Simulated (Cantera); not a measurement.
Gas mixture: 46.2 % H2O, 53.8 % CH3OH, at 4.93 atm, frozen composition.

Cantera's kinetic-theory transport with the Lennard-Jones parameters of GRI-Mech 3.0, ideal gas; thermal conductivity in the mixture-averaged form. Polar gases are described roughly by these parameters. The composition is frozen, though it would react at the higher temperatures.

D: mixture-averaged diffusion coefficient of that species in the mixture.

```csv
T (K),ρ (kg/m³),cp (J/kg/K),μ (µPa s),λ (mW/m/K),Pr,D (cm²/s) NO,D (cm²/s) NH3,D (cm²/s) CH3
400,3.84,1701,13.5,32.0,0.719,0.0623,0.0603,0.0669
550,2.80,1983,18.8,50.9,0.732,0.112,0.115,0.122
700,2.20,2239,23.9,71.9,0.743,0.173,0.184,0.188
850,1.81,2444,28.7,94.0,0.746,0.243,0.268,0.266
1000,1.54,2634,[?],[?],0.751,[?],[?],[?]
1150,1.34,2790,[?],[?],0.753,[?],[?],[?]
1300,1.18,2925,41.8,162,0.753,0.503,0.590,0.557
1450,1.06,3040,45.8,185,0.753,0.606,0.718,0.670
```

Some entries are withheld; supply them.


- 1000, μ (µPa s): 33.3
- 1000, λ (mW/m/K): 117
- 1000, D (cm²/s) NO: 0.322
- 1000, D (cm²/s) NH3: 0.364
- 1000, D (cm²/s) CH3: 0.354
- 1150, μ (µPa s): 37.7
- 1150, λ (mW/m/K): 140
- 1150, D (cm²/s) NO: 0.409
- 1150, D (cm²/s) NH3: 0.471
- 1150, D (cm²/s) CH3: 0.451
